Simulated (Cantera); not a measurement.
A Cantera script and its output.

```python
import numpy as np
import cantera as ct

gas = ct.Solution("gri30.yaml")
gas.TPX = 500, 220000, {'CH4': 1, 'C2H6': 0.06, 'C3H8': 1.5, 'O2': 10.8, 'N2': 40.6, 'CO2': 7, 'H2O': 2.1}
inlet = ct.Reservoir(gas, clone=True)
gas.equilibrate("HP")  # start burning
reactor = ct.IdealGasConstPressureReactor(gas, energy="on", clone=False)
exhaust = ct.Reservoir(gas, clone=True)
tau = [0.29, 0.1, 0.038, 0.014, 0.0051, 0.0018, 0.00067, 0.00025, 9e-05, 3.3e-05, 1.2e-05, 4.4e-06][0]
for a, b in ((inlet, reactor), (reactor, exhaust)):
    ct.MassFlowController(a, b, mdot=lambda t: reactor.mass / tau)
net = ct.ReactorNet([reactor])
show = ['CH4', 'C2H6', 'C3H8', 'C2H2', 'H2O2', 'O', 'HCN']

rows = []
print(f"{'tau/s':>10s}{'T/K':>9s}" + "".join(f"{s:>11s}" for s in show))
for tau in [0.29, 0.1, 0.038, 0.014, 0.0051, 0.0018, 0.00067, 0.00025, 9e-05, 3.3e-05, 1.2e-05, 4.4e-06]:
    net.initial_time = 0.0
    net.advance(30 * tau)
    before = gas.X
    net.advance(40 * tau)
    drift = np.max(np.abs(gas.X - before) / (gas.X + 1e-9))
    rows.append([gas.T, *gas[show].X, drift])
    print(f"{tau:10.3e}{gas.T:9.1f}" + "".join(f"{x:11.3e}" for x in gas[show].X))
```

It prints:

```
     tau/s      T/K        CH4       C2H6       C3H8       C2H2       H2O2          O        HCN
 2.900e-01   2021.2  5.159e-07  3.138e-09  6.895e-08  8.863e-07  7.055e-08  9.035e-05  4.901e-08
 1.000e-01   2015.0  1.206e-06  8.487e-09  1.888e-07  1.927e-06  8.383e-08  1.197e-04  6.477e-08
 3.800e-02   2003.7  2.382e-06  2.011e-08  4.536e-07  3.380e-06  1.083e-07  1.761e-04  8.272e-08
 1.400e-02   1983.8  4.605e-06  4.714e-08  1.073e-06  5.434e-06  1.522e-07  2.849e-04  1.083e-07
 5.100e-03   1953.1  9.044e-06  1.084e-07  2.457e-06  8.320e-06  2.233e-07  4.752e-04  1.493e-07
 1.800e-03   1908.2  1.907e-05  2.538e-07  5.600e-06  1.273e-05  3.361e-07  7.877e-04  2.242e-07
 6.700e-04   1852.2  4.212e-05  5.854e-07  1.231e-05  1.959e-05  4.982e-07  1.194e-03  3.489e-07
 2.500e-04   1780.4  1.078e-04  1.496e-06  2.931e-05  3.355e-05  7.419e-07  1.590e-03  5.624e-07
 9.000e-05   1651.9  5.241e-04  7.189e-06  1.185e-04  1.024e-04  1.171e-06  1.237e-03  9.848e-07
 3.300e-05    500.0  1.586e-02  9.515e-04  2.379e-02  6.071e-18  2.712e-19  6.045e-29  1.848e-20
 1.200e-05    500.0  1.586e-02  9.515e-04  2.379e-02  3.063e-21  1.368e-22  3.904e-32  9.322e-24
 4.400e-06    500.0  1.586e-02  9.515e-04  2.379e-02  1.935e-22  8.643e-24  5.071e-34  5.889e-25
```

Detailed kinetics in Cantera: GRI-Mech 3.0 (53 species, 325 reactions). GRI-Mech 3.0 was tuned for natural gas; its chemistry of propane as a main component is partial and can be far from experiment.
